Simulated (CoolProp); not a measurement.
Cyclopentane at several states: density (kg/m³) from the reference equation and from simpler models built on Tc = 511.7 K, pc = 4.583 MPa, ω = 0.202; each cubic takes its own stable root.

Model: reference Helmholtz-energy equation of state, Gedanitz 2015, in CoolProp.

```csv
T (K),p (MPa),phase,reference
278.1,10.2,liquid,768.0
533,1.16,gas,20.00
317.2,1.59,liquid,722.9
458.5,0.422,gas,8.156
467.7,0.124,gas,2.266
```

Problem. How far does each simpler model (van der Waals, Redlich-Kwong) lie from the reference over these 5 states: mean and median of the absolute difference, and the worst?

Solution. 
- van der Waals: mean 14.7 %, median 1.2 %, worst -36.0 % at 317.2 K and 1.59 MPa
- Redlich-Kwong: mean 2.5 %, median 0.4 %, worst -6.3 % at 317.2 K and 1.59 MPa
